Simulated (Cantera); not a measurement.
Charge: 1 mol SiC, 0.025 mol H₂, equilibrated at 2348.15 K and 1 atm.

Equilibrium computed with Cantera from the NASA thermochemical tables; the gas is ideal and each condensed phase is pure. Candidate condensed phases: C, C₆H₆, C₇H₈, C₈H₁₈, Si, SiC; 87 gas species. Gases not in the tables: Si₂H₆ and higher silanes. Equilibrium is a limit: real reactors are often held back by kinetics, nucleation or transport.

Base state: H₂ 0.986, H 0.0122, Si 0.000689, C₂H₂ (acetylene) 0.000593, SiH₂ 0.000278, SiH 0.000233, Si₂C 6.48e-5, CH₄ 6.38e-5 (mole fractions); condensed: SiC(s).

Task: What changes in the equilibrium state with this change: pressure from 1 atm to 35.0 Pa?

Result: 
```json
[
 {"species": "Si", "before": "0.000689", "after": "0.662"},
 {"species": "H", "before": "0.0122", "after": "0.127"},
 {"species": "SiC₂", "before": "1.23e-5", "after": "0.108"},
 {"species": "H₂", "before": "0.986", "after": "0.0372"},
 {"species": "Si₂C", "before": "6.48e-5", "after": "0.0623"},
 {"species": "C₃", "before": "1.44e-9", "after": "0.000114"},
 {"species": "CH₄", "before": "6.38e-5", "after": "<1e-9"},
 {"species": "SiC(s), mol", "before": "1.000", "after": "0.778"},
 {"species": "C(graphite), mol", "before": "0", "after": "0.153"}
]
```
